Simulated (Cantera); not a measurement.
## Low-pressure radical oxidation in H2/O2

A perfectly stirred reactor is fed with H2 : O2 : N2 = 0.25 : 1 : 0.4 (molar parts), equivalence ratio 0.12, at 0.0267 bar; it is held at 1175 K, and followed from long to short residence time.

Model: GRI-Mech 3.0 (53 species, 325 reactions), integrated in Cantera. Radical loss at walls, strong at low pressure, is not modelled. The temperature is held fixed by assumption; the heat of reaction is taken as removed at once.

```tsv
τ (s)	x H2	x O2	x N2O	x H2O	x NO	x OH
13	7.25e-5	0.573	2.08e-8	0.164	5.58e-8	0.000467
3.8	0.000161	0.573	1.78e-8	0.163	4.67e-8	0.000705
1.1	0.000355	0.573	1.44e-8	0.163	5.78e-8	0.00107
0.34	0.000740	0.571	1.12e-8	0.162	9.78e-8	0.00159
0.10	0.00157	0.569	8.28e-9	0.160	1.92e-7	0.00240
0.030	0.00320	0.564	5.85e-9	0.155	3.62e-7	0.00358
0.0088	0.00643	0.555	3.91e-9	0.144	5.65e-7	0.00517
0.0026	0.0124	0.544	2.47e-9	0.126	5.49e-7	0.00692
0.00077	0.0248	0.541	1.32e-9	0.103	2.57e-7	0.00847
```
x: mole fraction; the columns are a selection and need not sum to one.
